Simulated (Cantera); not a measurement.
## Titanium nitride, carbide and oxide coatings: Ti(OiPr)₄ + H₂O + H₂ + CH₄

Charge: 1 mol Ti(OiPr)₄, 0.31 mol H₂O, 460 mol H₂, 0.36 mol CH₄, at 2073 K and 1.00 mbar.

Equilibrium computed with Cantera from the NASA thermochemical tables; the gas is ideal and each condensed phase is pure. Candidate condensed phases: C, C₆H₆, C₇H₈, C₈H₁₈, H₂O, Ti, TiC, TiO, TiO₂, Ti₂O₃, Ti₃O₅, Ti₄O₇; 113 gas species. The feed counts by its element totals alone. TiC: taken at fixed stoichiometry. Kinetics and transport are ignored.

```json
{
  "x(H₂)": "0.911",
  "x(H)": "0.0794",
  "x(CO)": "0.00863",
  "x(C₂H₂ (acetylene))": "0.00112",
  "x(Ti)": "2.98e-6",
  "x(C₂H)": "2.31e-6",
  "n(C(graphite))": "5.93 mol",
  "n(TiC(s))": "0.999 mol",
  "gas_amount": "499.2 mol",
  "log10 activity of Ti(l) (absent)": "-3.92",
  "log10 activity of Ti₂O₃(s) (absent)": "-20.73",
  "log10 activity of Ti₃O₅(l) (absent)": "-34.42"
}
```
